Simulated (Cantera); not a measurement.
Charge: 1 mol Al₂O₃, 19 mol Cl₂, 29 mol H₂, held at 0.000310 bar.

Equilibrium computed with Cantera from the NASA thermochemical tables; the gas is ideal and each condensed phase is pure. Candidate condensed phases: Al, AlCl₃, Al₂O₃, H₂O; 29 gas species. Equilibrium is a limit: real reactors are often held back by kinetics, nucleation or transport.

**Question.** At 1250 K, list the 6 most abundant gas species with their mole fractions, and the condensed phases.

**Answer.** HCl 0.791, H₂ 0.208, H₂O 0.000361, AlCl₃ 0.000240, Cl 4.07e-5, H 1.25e-5. Condensed: Al₂O₃(s).
